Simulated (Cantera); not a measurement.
Feed: 1 mol MgCl₂, 1.4 mol H₂O, 71 mol H₂, at 13.3 mbar.

These are equilibrium values from Cantera (NASA tables, ideal gas, pure condensed phases), not measurements of a reactor. Candidate condensed phases: H₂O, Mg, MgCl₂, MgO, Mg(OH)₂; 22 gas species. The tables' values for MgH are old estimates; treat these amounts as uncertain. Equilibrium is a limit: real reactors are often held back by kinetics, nucleation or transport. All values below are at 1600 °C.

Base state: H₂ 0.943, HCl 0.0233, H₂O 0.0165, Mg 0.00932, H 0.00543, MgCl₂ 0.00165, MgCl 0.000182, Cl 0.000102 (mole fractions); condensed: MgO(s).

Question: What changes in the equilibrium state with this change: H₂ from 71 to 0.39 mol?

Answer: 
```json
[
 {"species": "HCl", "before": "0.0233", "after": "0.561"},
 {"species": "H₂O", "before": "0.0165", "after": "0.216"},
 {"species": "H₂", "before": "0.943", "after": "0.141"},
 {"species": "MgCl₂", "before": "0.00165", "after": "0.0730"},
 {"species": "MgH", "before": "1.49e-5", "after": "6.63e-8"},
 {"species": "Mg", "before": "0.00932", "after": "0.000107"},
 {"species": "MgO(s), mol", "before": "0.169", "after": "0.795"}
]
```
